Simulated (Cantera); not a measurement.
Feed: 1 mol FeCl2, 0.074 mol HCl, 0.39 mol H2, equilibrated at 0.660 bar.

Method: chemical equilibrium by Gibbs-energy minimisation in Cantera with the NASA 1993 tables (ideal gas, pure condensed phases). Candidate condensed phases: Fe, FeCl2, FeCl3; 11 gas species. Equilibrium is a limit: real reactors are often held back by kinetics, nucleation or transport.

x: gas mole fraction; n: condensed amount in mol.

| T (K) | x FeCl2 | x HCl | x H2 | x Fe2Cl4 | x Cl | x H | x Fe | n Fe(δ) | n Fe(l) |
|---|---|---|---|---|---|---|---|---|---|
| 1773 | 0.567 | 0.279 | 0.153 | 0.00151 | 0.000192 | 0.000137 | 3.00e-5 | 0.167 | 0 |
| 1798 | 0.568 | 0.276 | 0.154 | 0.00133 | 0.000234 | 0.000170 | 4.34e-5 | 0.165 | 0 |
| 1823 | 0.569 | 0.274 | 0.155 | ___ | ___ | ___ | ___ | 0 | 0.164 |
| 1848 | 0.570 | 0.273 | 0.155 | 0.00104 | 0.000344 | 0.000257 | 8.64e-5 | 0 | 0.163 |
| 1873 | 0.570 | 0.272 | 0.156 | 0.000929 | 0.000415 | 0.000313 | 0.000120 | 0 | 0.162 |
| 1898 | 0.571 | 0.271 | 0.156 | ___ | ___ | ___ | ___ | 0 | 0.161 |
| 1923 | 0.571 | 0.270 | 0.157 | 0.000741 | 0.000595 | 0.000459 | 0.000224 | 0 | 0.161 |
| 1948 | 0.572 | 0.269 | 0.157 | 0.000665 | 0.000708 | 0.000551 | 0.000303 | 0 | 0.160 |
| 1973 | 0.572 | 0.268 | 0.157 | 0.000598 | 0.000838 | 0.000659 | 0.000406 | 0 | 0.159 |
| 1998 | 0.572 | 0.267 | 0.158 | 0.000540 | 0.000989 | 0.000784 | 0.000540 | 0 | 0.159 |
| 2023 | 0.573 | 0.266 | 0.158 | 0.000488 | 0.00116 | 0.000929 | 0.000713 | 0 | 0.158 |
| 2048 | 0.573 | 0.265 | 0.158 | 0.000442 | 0.00136 | 0.00110 | 0.000935 | 0 | 0.157 |

Q: Complete the blanks.

A: 
- 1898, x Fe2Cl4: 0.000829
- 1898, x Cl: 0.000498
- 1898, x H: 0.000380
- 1898, x Fe: 0.000165
- 1823, x Fe2Cl4: 0.00118
- 1823, x Cl: 0.000284
- 1823, x H: 0.000210
- 1823, x Fe: 6.17e-5
